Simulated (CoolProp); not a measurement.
Saturated liquid density (kg/m³) of carbon dioxide: the reference equation beside estimates from Tc = 31.0 °C, pc = 7377 kPa, ω = 0.224. Rackett uses Z = 0.29056 − 0.08775 ω.

Model: reference Helmholtz-energy equation of state, Span 1996, in CoolProp.

| T (°C) | reference | Rackett | van der Waals | Redlich-Kwong | Soave-Redlich-Kwong |
|---|---|---|---|---|---|
| -44.55 | 1134 | 1139 | 698.1 | 1000 | 1040 |
| -38.75 | 1111 | 1117 | 684.3 | 975.6 | 1015 |
| -32.95 | 1088 | 1094 | 669.8 | 949.6 | 989.6 |
| -27.25 | 1064 | 1070 | 654.8 | 922.6 | 962.7 |
| -21.45 | 1038 | 1045 | 638.8 | 893.8 | 933.5 |
| -15.65 | 1011 | 1018 | 621.8 | 863.1 | 902.2 |
| -9.95 | 982.7 | 989.7 | 604.0 | 831.1 | 869.2 |
| -4.15 | 951.5 | 959.1 | 584.5 | 796.1 | 832.8 |
| 1.65 | 917.4 | 925.7 | 563.3 | 758.2 | 792.9 |

Absolute difference from the reference over all 9 rows, mean and median: Rackett 0.7 and 0.7 %, van der Waals 38.5 and 38.5 %, Redlich-Kwong 14.2 and 13.9 %, Soave-Redlich-Kwong 10.4 and 10.1 %.
